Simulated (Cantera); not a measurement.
Feed: 1 mol MgO, 31 mol Cl₂, 20 mol N₂, held at 1798.15 K.

These are equilibrium values from Cantera (NASA tables, ideal gas, pure condensed phases), not measurements of a reactor. Candidate condensed phases: Mg, MgCl₂, MgO; 18 gas species. Kinetics and transport are ignored.

At 27.0 Pa, list the 6 most abundant gas species with their mole fractions, and the condensed phases.

Cl 0.734, N₂ 0.246, MgCl₂ 0.0123, O₂ 0.00567, Cl₂ 0.00148, O 0.000548. Condensed: gas only.
